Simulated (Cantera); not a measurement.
A Cantera script and its output.

```python
import numpy as np
import cantera as ct

gas = ct.Solution("h2o2.yaml")
gas.TPX = 623, 12000, {'H2': 1, 'O2': 0.172, 'N2': 0.586}
flame = ct.FreeFlame(gas, width=0.18)
flame.set_refine_criteria(ratio=3, slope=0.08, curve=0.16)
flame.transport_model = "mixture-averaged"
flame.solve(loglevel=0, auto=True)
z, T = flame.grid, flame.T
thick = (T[-1] - T[0]) / np.gradient(T, z).max()
show = ['H2', 'O2', 'OH', 'H', 'O', 'H2O']
print(f"laminar burning velocity  {flame.velocity[0] * 100:.3f} cm/s")
print(f"burnt temperature         {T[-1]:.1f} K")
print(f"thermal thickness         {thick * 1e3:.4f} mm")
print(f"grid points               {len(z)}")
z0 = z[flame.heat_release_rate.argmax()]
print(f"{'z/mm':>9s}{'T/K':>9s}{'u/(m/s)':>9s}" + "".join(f"{s:>11s}" for s in show))
rows = []
for k in (-3, -2, -1.5, -1, -0.5, -0.25, 0, 0.25, 0.5, 1, 2, 4, 8):
    zz = z0 + k * thick
    rows.append([k * thick, np.interp(zz, z, T), np.interp(zz, z, flame.velocity),
                 *(np.interp(zz, z, flame.X[gas.species_index(s)]) for s in show)])
    print(f"{rows[-1][0] * 1e3:9.3f}{rows[-1][1]:9.1f}{rows[-1][2]:9.3f}" + "".join(f"{x:11.3e}" for x in rows[-1][3:]))
```

Output:

```
laminar burning velocity  691.555 cm/s
burnt temperature         2095.5 K
thermal thickness         7.6164 mm
grid points               154
     z/mm      T/K  u/(m/s)         H2         O2         OH          H          O        H2O
  -22.849    623.0    6.916  5.688e-01  9.784e-02  3.889e-17  6.619e-14  5.166e-16  3.345e-14
  -15.233    623.0    6.916  5.688e-01  9.784e-02  4.185e-14  7.481e-11  5.323e-13  8.749e-12
  -11.425    623.0    6.916  5.688e-01  9.784e-02  2.900e-12  5.360e-09  3.433e-11  3.677e-10
   -7.616    623.0    6.916  5.688e-01  9.784e-02  1.843e-09  1.235e-06  7.514e-09  1.651e-07
   -3.808    635.4    7.042  5.668e-01  9.761e-02  1.736e-05  7.805e-04  1.014e-05  8.365e-04
   -1.904    744.4    8.151  5.438e-01  9.414e-02  1.373e-04  1.242e-02  1.978e-04  1.114e-02
    0.000   1064.9   11.396  4.165e-01  5.182e-02  1.069e-03  8.219e-02  2.536e-03  1.007e-01
    1.904   1274.7   13.611  3.308e-01  3.915e-03  1.120e-03  1.225e-01  8.932e-04  1.943e-01
    3.808   1351.4   14.365  3.302e-01  2.947e-04  1.187e-03  1.174e-01  4.171e-04  2.025e-01
    7.616   1441.1   15.220  3.388e-01  1.159e-04  1.464e-03  1.051e-01  4.042e-04  2.039e-01
   15.233   1547.1   16.211  3.497e-01  1.028e-04  1.750e-03  8.975e-02  3.812e-04  2.053e-01
   30.466   1660.3   17.245  3.615e-01  8.210e-05  1.935e-03  7.294e-02  3.171e-04  2.070e-01
   60.932   1769.7   18.222  3.732e-01  5.697e-05  1.936e-03  5.633e-02  2.285e-04  2.090e-01
```

Computed with Cantera and the H2/O2 subset of GRI-Mech 3.0, which has no nitrogen chemistry. Burning velocities carry a grid error of a few per cent, more on coarse grids.
